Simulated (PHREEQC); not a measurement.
A solution holds 0.53 mol/kgw KH2PO4, 0.011 mol/kgw K2HPO4 and 0.00035 mol/kgw NiSO4, at 25 °C. Closed to the air; pH follows from the charge balance.

All values are PHREEQC results (ion-association model, wateq4f.dat), not measurements.

| Quantity | Result |
|---|---|
| pH | 4.94 |
| ionic strength | 0.561 mol/kgw |
| activity of water | 0.981 |
| total alkalinity | 11.0 meq/kg |

```json
[
 {"species": "K+", "molality": "0.550", "activity": "0.349", "log γ": "-0.197"},
 {"species": "H2PO4-", "molality": "0.529", "activity": "0.362", "log γ": "-0.164"},
 {"species": "HPO4-2", "molality": "0.00958", "activity": "0.00198", "log γ": "-0.685"},
 {"species": "KHPO4-", "molality": "0.00197", "activity": "0.00135", "log γ": "-0.164"},
 {"species": "H3PO4", "molality": "0.000534", "activity": "0.000607", "log γ": "0.056"},
 {"species": "Ni+2", "molality": "0.000349", "activity": "0.000103", "log γ": "-0.530"},
 {"species": "SO4-2", "molality": "0.000205", "activity": "4.02e-5", "log γ": "-0.708"},
 {"species": "KSO4-", "molality": "0.000144", "activity": "9.88e-5", "log γ": "-0.164"},
 {"species": "H+", "molality": "1.50e-5", "activity": "1.14e-5", "log γ": "-0.119"},
 {"species": "NiSO4", "molality": "7.10e-7", "activity": "8.08e-7", "log γ": "0.056"},
 {"species": "HSO4-", "molality": "6.75e-8", "activity": "4.45e-8", "log γ": "-0.181"}
]
```

No solid was allowed to form. H3PO4, which wateq4f.dat lacks, is added to it with the constant of phreeqc.dat. The database has no phosphate complexes of Ni.
